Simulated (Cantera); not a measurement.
Input: 1 mol SiHCl3, 9.5 mol NH3, 5.9 mol N2, equilibrated at 100 Torr.

Equilibrium computed with Cantera from the NASA thermochemical tables; the gas is ideal and each condensed phase is pure. Candidate condensed phases: NH4Cl, Si, Si3N4; 28 gas species. Rates play no part.

Task: At 850 °C, list the 4 most abundant gas species with their mole fractions, and the condensed phases.

Result: H2 0.505, N2 0.381, HCl 0.114, SiCl4 0.000125. Condensed: Si3N4(s).
